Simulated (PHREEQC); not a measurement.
A PHREEQC input (ion-association model, wateq4f.dat):

```
SOLUTION 1
  temp 40
  units mg/kgw
  pH 5.91
  pe 1.8
  Na 14.1
  K 0.0661
  Ca 1.31
  Mg 2.77
  Cl 15.8
  S(6) 13.2 as SO4
  Alkalinity 12 as HCO3 charge
  F 0.0803
END
USE solution 1
EQUILIBRIUM_PHASES 1
  Quartz 0 0.5
  CO2(g) -2.5 10
END
```

It stops with these messages:

```
ERROR: Alkalinity cannot be used with charge balance or solution phase boundary constraints.
ERROR: Program terminating due to input errors.
```

The fault: charge balance asked on alkalinity. The line should read `as HCO3` where the input has `as HCO3 charge`. With the mend the run ends at pH 6.70 and ionic strength 0.00118 mol/kgw.
